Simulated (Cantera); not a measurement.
An adiabatic, constant-volume homogeneous reactor starts with CO : H₂ : CH₄ : O₂ : N₂ = 1 : 0.77 : 1 : 6.41 : 61.5 (molar parts), equivalence ratio 0.45, at 1650 K and 2.50 bar. Integrator tolerance rtol = 1e-08.

Model: GRI-Mech 3.0 (53 species, 325 reactions), integrated in Cantera.

Q: What does this change do: H2 0.77 to 0.25 parts?

A: 
```csv
quantity,before,after
time of steepest temperature rise,50.9 µs,0.113 ms
temperature at 6.00 s,2236 K,2185 K
equilibrium temperature,2236 K,2185 K
x(CO) at 6.00 s,0.000549 (gas-phase equilibrium 0.000549),0.000379 (gas-phase equilibrium 0.000379)
x(H₂) at 6.00 s,0.000140 (gas-phase equilibrium 0.000140),8.07e-5 (gas-phase equilibrium 8.07e-5)
x(CH₄) at 6.00 s,<1e-12 (gas-phase equilibrium <1e-12),<1e-12 (gas-phase equilibrium <1e-12)
x(OH) at 6.00 s,0.00182 (gas-phase equilibrium 0.00182),0.00138 (gas-phase equilibrium 0.00138)
x(CO₂) at 6.00 s,0.0281 (gas-phase equilibrium 0.0281),0.0284 (gas-phase equilibrium 0.0284)
x(H₂O₂) at 6.00 s,5.72e-8 (gas-phase equilibrium 5.72e-8),4.21e-8 (gas-phase equilibrium 4.21e-8)
```

Q: What does this change do: O2 6.41 to 16 parts?

A: 
```tsv
quantity	before	after
time of steepest temperature rise	50.9 µs	27.5 µs
temperature at 6.00 s	2236 K	2156 K
equilibrium temperature	2236 K	2156 K
x(CO) at 6.00 s	0.000549 (gas-phase equilibrium 0.000549)	0.000155 (gas-phase equilibrium 0.000155)
x(H₂) at 6.00 s	0.000140 (gas-phase equilibrium 0.000140)	4.11e-5 (gas-phase equilibrium 4.11e-5)
x(CH₄) at 6.00 s	<1e-12 (gas-phase equilibrium <1e-12)	<1e-12 (gas-phase equilibrium <1e-12)
x(OH) at 6.00 s	0.00182 (gas-phase equilibrium 0.00182)	0.00169 (gas-phase equilibrium 0.00169)
x(CO₂) at 6.00 s	0.0281 (gas-phase equilibrium 0.0281)	0.0250 (gas-phase equilibrium 0.0250)
x(H₂O₂) at 6.00 s	5.72e-8 (gas-phase equilibrium 5.72e-8)	7.33e-8 (gas-phase equilibrium 7.33e-8)
```
